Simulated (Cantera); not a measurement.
**NO annealing gas**

An isothermal, constant-pressure homogeneous reactor starts with 59.5 % NO, 40.5 % N2, at 2175 K and 1.58 atm.

Cantera simulation using GRI-Mech 3.0 (53 species, 325 reactions); the numbers are that mechanism's predictions, not measurements.

```
t (s)       x NO       x O      x O2   x N2     x NO2
--------  ------  --------  --------  -----  --------
0.000100   0.595  0.000126   4.06e-5  0.405  0.000127
0.000313   0.593  0.000223  0.000479  0.405  0.000239
0.000979   0.590  0.000242   0.00231  0.407  0.000259
0.00306    0.578  0.000278   0.00807  0.413  0.000296
0.00959    0.542  0.000368    0.0260  0.431  0.000376
0.0300     0.438  0.000548    0.0777  0.483  0.000464
0.0939     0.227  0.000798     0.183  0.589  0.000356
0.294     0.0500  0.000957     0.272  0.677   9.49e-5
0.919     0.0144  0.000986     0.290  0.695   2.82e-5
2.88      0.0132  0.000987     0.290  0.695   2.59e-5
9.00      0.0132  0.000987     0.290  0.695   2.59e-5
```
x: mole fraction; the columns are a selection and need not sum to one.

Equilibrium at this temperature and pressure: NO 0.0132, O 0.000987, O2 0.290, N2 0.695, NO2 2.59e-5 (gas phase only).
